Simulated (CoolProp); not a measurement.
The numbers come from the reference Helmholtz-energy equation of state, Thol 2019 in CoolProp.

### Question
For n-hexane, give the phase and the density (kg/m³), cv (kJ/(kg K)), isothermal compressibility (1/MPa), expansivity (1/kK) at 416.4 K and 81.4 bar.

### Answer
- 416.4 K and 81.4 bar: liquid; density 554, cv 2.23, isothermal compressibility 0.00477, expansivity 1.89
